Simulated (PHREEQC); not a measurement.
A PHREEQC speciation (ion-association model, phreeqc.dat) at 75 °C gives pH 4.12 and these molalities:

```
species      mol/kgw
----------  --------
Zn+2           0.198
ZnSO4          0.158
SO4-2          0.131
Zn(SO4)2-2    0.0697
Na+           0.0123
Cl-          0.00901
ZnCl+        0.00495
NaSO4-       0.00165
HSO4-       0.000671
H+          0.000104
ZnCl2        1.61e-5
ZnOH+        1.53e-5
ZnCl3-       2.54e-7
ZnOHCl       5.87e-8
```

Question: What are the element totals, and what could have been dissolved in 1 kg of water to give them?

Answer: One answer among several that fit: totals Cl 0.0140, Na 0.0140, S(6) 0.430, Zn 0.430 mol/kgw, from 0.43 mol/kgw ZnSO4, 0.014 mol/kgw NaCl and 0.00038 mol/kgw H2SO4.

Precipitation was switched off in this run. Caution: at this ionic strength the ion-association model is outside its range; a Pitzer model would be the better tool where its parameters exist. Constants without temperature data keep their 25 °C values here.
